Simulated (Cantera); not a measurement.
Charge: 1 mol SiHCl3, 0.71 mol NH3, 2.1 mol N2, equilibrated at 0.0100 bar.

Equilibrium computed with Cantera from the NASA thermochemical tables; the gas is ideal and each condensed phase is pure. Candidate condensed phases: NH4Cl, Si, Si3N4; 28 gas species. The tables' values for SiCl3 are old estimates; treat these amounts as uncertain. Kinetics and transport are ignored. All values below are at 1298 K.

Base state: N2 0.418, HCl 0.379, H2 0.137, SiCl4 0.0522, SiCl3 0.00755, SiCl2 0.00653, SiHCl3 0.000850 (mole fractions); condensed: Si3N4(s).

What changes in the equilibrium state with this change: NH3 from 0.71 to 1.8 mol?


```json
[
 {"species": "HCl", "before": "0.379", "after": "0.362"},
 {"species": "N2", "before": "0.418", "after": "0.345"},
 {"species": "H2", "before": "0.137", "after": "0.274"},
 {"species": "SiCl4", "before": "0.0522", "after": "0.0123"},
 {"species": "SiCl3", "before": "0.00755", "after": "0.00264"},
 {"species": "SiHCl3", "before": "0.000850", "after": "0.000420"},
 {"species": "SiCl2", "before": "0.00653", "after": "0.00338"},
 {"species": "Si3N4(s), mol", "before": "0.226", "after": "0.289"}
]
```
